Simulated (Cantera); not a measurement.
Feed: 1 mol Si, 1.5 mol Cl₂, 8.6 mol H₂, at 0.220 bar.

Equilibrium computed with Cantera from the NASA thermochemical tables; the gas is ideal and each condensed phase is pure. Candidate condensed phases: Si; 19 gas species. The tables' values for SiCl₃ are old estimates; treat these amounts as uncertain. Kinetics and transport are ignored.

x: gas mole fraction; n: condensed amount in mol.

```csv
T (°C),x H₂,x SiCl₄,x SiHCl₃,x HCl,x SiCl₃,x SiH₂Cl₂,n Si(s)
302,0.911,0.0576,0.0305,2.55e-5,8.49e-8,(withheld),0.176
377,0.911,0.0582,0.0295,0.000146,1.10e-6,(withheld),0.178
452,0.911,0.0587,0.0286,0.000577,8.32e-6,(withheld),0.180
527,0.910,0.0590,0.0277,0.00175,4.29e-5,0.00105,0.185
602,0.909,0.0589,0.0268,0.00437,0.000165,0.00111,0.192
677,0.905,0.0580,0.0256,0.00938,0.000508,0.00115,0.205
752,0.899,0.0558,0.0242,0.0178,0.00130,0.00117,0.223
```

Q: Complete the blanks.

A: 
- 302, x SiH₂Cl₂: 0.000747
- 377, x SiH₂Cl₂: 0.000870
- 452, x SiH₂Cl₂: 0.000971
